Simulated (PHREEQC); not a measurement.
PHREEQC input (ion-association model, wateq4f.dat):

```
SOLUTION_MASTER_SPECIES
  An  An-  0  An  62.0  # stands for a non-complexing anion
SOLUTION_SPECIES
  An- = An-
    -log_k 0
    -gamma 3.0 0
PHASES
  Fix_H+
    H+ = H+
    -log_k 0
SOLUTION 1
  temp 25
  units mmol/kgw
  pH 7 charge
  Na 10
  An 10
END
SELECTED_OUTPUT 1
  -reset false
  -pH true
  -pe true
  -ionic_strength true
  -water true
  -totals Na
  -molalities Hfo_wOH Hfo_wOH2+ Hfo_wO- Hfo_sOH Hfo_sOH2+ Hfo_sO-
USER_PUNCH 1
  -headings sigma psi
  10 PUNCH EDL("sigma", "Hfo"), EDL("psi", "Hfo")
PRINT
  -reset false
USE solution 1
SURFACE 1
  Hfo_wOH 0.00719101 600 3.2
  Hfo_sOH 0.000179775
EQUILIBRIUM_PHASES 1
  Fix_H+ -4 HAn 10
    -force_equality true
  O2(g) -0.68 10
END
# ... the last block is repeated for the other 16 points of pH, with NaOH or the acid as the point needs
```

Selected output (columns that matter, 17 of 17 rows; pH added in front):

```
pH	mu	Na	m_Hfo_wOH	m_Hfo_wOH2+	m_Hfo_wO-	m_Hfo_sOH	m_Hfo_sOH2+	m_Hfo_sO-	sigma	psi
4	0.012358	0.01	0.0027282	0.0044243	3.8539e-05	6.8204e-05	0.00011061	9.6346e-07	0.22593	0.1822
4.5	0.011695	0.01	0.0037571	0.003337	9.6909e-05	9.3928e-05	8.3424e-05	2.4227e-06	0.16691	0.16809
5	0.011176	0.01	0.004535	0.0024649	0.00019114	0.00011337	6.1622e-05	4.7785e-06	0.11713	0.15113
5.5	0.010786	0.01	0.0050342	0.0018415	0.00031527	0.00012585	4.6039e-05	7.8817e-06	0.078624	0.13173
6	0.010503	0.01	0.0053091	0.0014305	0.00045141	0.00013273	3.5761e-05	1.1285e-05	0.050434	0.11
6.5	0.010306	0.01	0.0054397	0.0011738	0.0005775	0.00013599	2.9345e-05	1.4437e-05	0.030719	0.08613
7	0.010173	0.01	0.005494	0.0010172	0.00067982	0.00013735	2.5429e-05	1.6995e-05	0.017378	0.060487
7.5	0.010082	0.01	0.0055141	0.00091871	0.00075818	0.00013785	2.2968e-05	1.8955e-05	0.0082693	0.033618
8	0.010014	0.01	0.0055199	0.00084911	0.00082204	0.000138	2.1228e-05	2.0551e-05	0.0013949	0.0060908
8.5	0.010054	0.010105	0.0055178	0.00078729	0.00088592	0.00013794	1.9682e-05	2.2148e-05	-0.0050808	-0.021555
9	0.01014	0.010269	0.0055055	0.00071679	0.00096872	0.00013764	1.792e-05	2.4218e-05	-0.012978	-0.04878
9.5	0.010276	0.010517	0.0054697	0.00062547	0.0010958	0.00013674	1.5637e-05	2.7394e-05	-0.024227	-0.075024
10	0.010519	0.010927	0.0053785	0.00050811	0.0013043	0.00013446	1.2703e-05	3.2607e-05	-0.041013	-0.099695
10.5	0.011008	0.011663	0.0051701	0.00037125	0.0016495	0.00012925	9.2812e-06	4.1236e-05	-0.065846	-0.12223
11	0.012138	0.013154	0.0047433	0.00023271	0.0022148	0.00011858	5.8178e-06	5.5369e-05	-0.10211	-0.14202
11.5	0.015139	0.016688	0.0039419	0.00011354	0.0031352	9.8548e-05	2.8385e-06	7.8379e-05	-0.15566	-0.15791
12	0.023998	0.026324	0.0025846	3.347e-05	0.0045723	6.4615e-05	8.3674e-07	0.00011431	-0.23383	-0.16695
```
